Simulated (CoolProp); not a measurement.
Properties of n-perfluorohexane along the isobar 24.7 bar.

Computed with CoolProp (reference Helmholtz-energy equation of state, Gao 2022).

| T (°C) | phase | Joule-Thomson coefficient (K/MPa) | isothermal compressibility (1/MPa) | fugacity coefficient |
|---|---|---|---|---|
| -25.45 | liquid | -0.3588 | [?] | 0.0008997 |
| -8.55 | liquid | -0.3380 | 0.001824 | 0.002645 |
| 8.25 | liquid | -0.3143 | 0.002147 | 0.006551 |
| 25.15 | liquid | [?] | 0.002569 | 0.01425 |
| 41.95 | liquid | -0.2525 | 0.003130 | 0.02763 |
| 58.85 | liquid | -0.2100 | 0.003909 | 0.04902 |
| 75.65 | liquid | -0.1550 | 0.005019 | 0.08018 |
| 92.55 | liquid | [?] | 0.006702 | [?] |
| 109.45 | liquid | 0.02901 | 0.009411 | 0.1784 |
| 126.25 | liquid | [?] | 0.01413 | 0.2457 |
| 143.15 | liquid | 0.4866 | [?] | 0.3244 |
| 159.95 | liquid | 1.080 | [?] | 0.4111 |
| 176.85 | supercritical | 2.847 | 0.1398 | 0.5024 |

Problem. Complete the blanks.

Solution. 
- -25.45, isothermal compressibility (1/MPa): 0.001568
- 25.15, Joule-Thomson coefficient (K/MPa): -0.2862
- 92.55, Joule-Thomson coefficient (K/MPa): -0.07961
- 92.55, fugacity coefficient: 0.1231
- 126.25, Joule-Thomson coefficient (K/MPa): 0.1963
- 143.15, isothermal compressibility (1/MPa): 0.02363
- 159.95, isothermal compressibility (1/MPa): 0.04702
